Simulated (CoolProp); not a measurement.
Saturation properties of decamethyltetrasiloxane (MD2M).

The numbers come from the reference Helmholtz-energy equation of state, Thol 2017 in CoolProp.

```csv
T (K),p (kPa),liquid density (kg/m³),vapour density (kg/m³),enthalpy of vaporisation (kJ/kg),surface tension (mN/m)
428.1,34.60,714.1,3.121,144.2,7.80
447.5,60.49,691.6,5.316,137.3,6.58
467,99.88,667.8,8.620,130.0,5.42
486.5,156.8,642.2,13.41,122.2,4.33
506,235.8,614.6,20.23,113.8,3.32
525.5,342.2,584.1,29.88,104.4,2.38
545,482.1,549.6,43.74,93.62,1.55
564.5,663.6,508.4,64.72,80.28,0.828
```

It boils at 467.6 K under 1 atm.

Surface tension comes from a separate correlation (Mulero 2014), older than this fluid's equation and unchecked against measurements.
